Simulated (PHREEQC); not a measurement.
Ca(OH)2 is added in steps, without added water, to 1 kg of water holding 5.4 mmol/kgw HF, 4.3 mmol/kgw CsF and 0.076 mmol/kgw HCl, at 25 °C. O2 is buffered at 0.21 atm. CO2 from the air is kept out. The run lets Fluorite, Portlandite precipitate or redissolve, and no other solid.

Base run: PHREEQC, ion-association model, wateq4f.dat. Each further column changes one thing. The table gives Ca in solution (mol/kgw).

```tsv
Ca(OH)2 added (mol)	base	metal-ligand complexes left out	all activity coefficients set to 1	Davies equation for every ion	Debye-Hückel limiting law
0	0	0	0	0	0
0.00075	1.82e-6	1.76e-6	___	1.83e-6	1.90e-6
0.0015	1.94e-6	1.88e-6	1.29e-6	1.95e-6	2.02e-6
0.00225	2.09e-6	2.03e-6	1.38e-6	2.09e-6	2.17e-6
0.003	2.87e-6	2.81e-6	___	2.89e-6	2.99e-6
0.00375	8.11e-6	8.00e-6	___	8.15e-6	8.45e-6
0.0045	6.02e-5	5.99e-5	___	6.04e-5	6.22e-5
0.00525	0.000542	0.000541	0.000515	0.000542	0.000545
0.006	0.00125	0.00125	___	0.00125	0.00125
0.00675	0.00198	0.00198	___	0.00198	0.00198
0.0075	0.00272	0.00272	0.00270	0.00272	0.00272
0.00825	0.00346	0.00346	0.00345	0.00346	0.00347
0.009	0.00421	0.00421	___	0.00421	0.00421
```

Question: Complete the blanks.

Answer: 
- 0.00075, all activity coefficients set to 1: 1.21e-6
- 0.003, all activity coefficients set to 1: 1.91e-6
- 0.00375, all activity coefficients set to 1: 5.42e-6
- 0.0045, all activity coefficients set to 1: 4.33e-5
- 0.006, all activity coefficients set to 1: 0.00123
- 0.00675, all activity coefficients set to 1: 0.00196
- 0.009, all activity coefficients set to 1: 0.00419
